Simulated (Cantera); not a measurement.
Cantera run, input and output.

```python
import numpy as np
import cantera as ct

gas = ct.Solution("gri30.yaml", transport_model="multicomponent")
show = ['CH4', 'OH', 'H']

rows = []
print(f"{'T/K':>7s}{'rho':>11s}{'cp':>10s}{'mu':>11s}{'lambda':>11s}{'Pr':>7s}" + "".join(f"{'D_' + s:>11s}" for s in show))
for T in [400, 650, 900, 1150, 1400, 1650]:
    gas.TPX = T, 120000, {'CH3OH': 0.37}
    Pr = gas.cp_mass * gas.viscosity / gas.thermal_conductivity
    D = [gas.mix_diff_coeffs_mole[gas.species_index(s)] for s in show]
    rows.append([gas.density, gas.cp_mass, gas.viscosity, gas.thermal_conductivity, Pr, *D])
    print(f"{T:7g}{gas.density:11.4e}{gas.cp_mass:10.1f}{gas.viscosity:11.4e}"
          f"{gas.thermal_conductivity:11.4e}{Pr:7.3f}" + "".join(f"{d:11.4e}" for d in D))
print("SI units: kg/m3, J/kg/K, Pa s, W/m/K, m2/s")
```

Result:

```
    T/K        rho        cp         mu     lambda     Pr      D_CH4       D_OH        D_H
    400 1.1561e+00    1604.1 1.3101e-05 2.8083e-02  0.748 2.3800e-05 3.4698e-05 1.3211e-04
    650 7.1146e-01    2212.3 2.1261e-05 6.2735e-02  0.750 5.8420e-05 8.2900e-05 3.2470e-04
    900 5.1384e-01    2642.8 2.8601e-05 1.0063e-01  0.751 1.0407e-04 1.4573e-04 5.7883e-04
   1150 4.0213e-01    2978.0 3.5151e-05 1.3932e-01  0.751 1.5919e-04 2.2129e-04 8.8571e-04
   1400 3.3032e-01    3214.4 4.1062e-05 1.7580e-01  0.751 2.2280e-04 3.0838e-04 1.2399e-03
   1650 2.8027e-01    3387.6 4.6472e-05 2.0994e-01  0.750 2.9426e-04 4.0619e-04 1.6379e-03
SI units: kg/m3, J/kg/K, Pa s, W/m/K, m2/s
```

Computed with Cantera and GRI-Mech 3.0 (53 species, 325 reactions). Polar gases are described roughly by these parameters. The composition is frozen, though it would react at the higher temperatures.
